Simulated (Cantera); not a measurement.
An adiabatic, constant-volume homogeneous reactor starts with C₃H₈ : O₂ : N₂ = 1 : 3.33 : 12.5 (molar parts), equivalence ratio 1.5, at 950 K and 100000 Pa. Integrator tolerance rtol = 1e-08.

Detailed kinetics in Cantera: GRI-Mech 3.0 (53 species, 325 reactions). GRI-Mech 3.0 was tuned for natural gas; its chemistry of propane as a main component is partial and can be far from experiment. Below about 1000 K GRI-Mech 3.0 lacks low-temperature oxidation paths.

```csv
quantity,before,after
time of steepest temperature rise,1.86 s,0.182 s
temperature at 3.00 s,2764 K,2855 K
equilibrium temperature,2764 K,2855 K
x(C₃H₈) at 3.00 s,<1e-12 (gas-phase equilibrium <1e-12),<1e-12 (gas-phase equilibrium <1e-12)
x(O₂) at 3.00 s,0.000596 (gas-phase equilibrium 0.000596),0.000116 (gas-phase equilibrium 0.000116)
x(NO) at 3.00 s,0.00168 (gas-phase equilibrium 0.00168),0.000842 (gas-phase equilibrium 0.000842)
x(C₂H₂) at 3.00 s,<1e-12 (gas-phase equilibrium <1e-12),<1e-12 (gas-phase equilibrium <1e-12)
x(H₂O₂) at 3.00 s,7.29e-8 (gas-phase equilibrium 7.29e-8),1.32e-7 (gas-phase equilibrium 1.32e-7)
x(O) at 3.00 s,0.000626 (gas-phase equilibrium 0.000626),0.000117 (gas-phase equilibrium 0.000117)
```

Task: What was changed between the two runs?
A. initial temperature 950 to 1000 K
B. pressure from 100000 Pa to 500000 Pa
C. pressure from 100000 Pa to 1100000 Pa
D. N2 12.5 to 8.7 parts

Result: C, pressure from 100000 Pa to 1100000 Pa
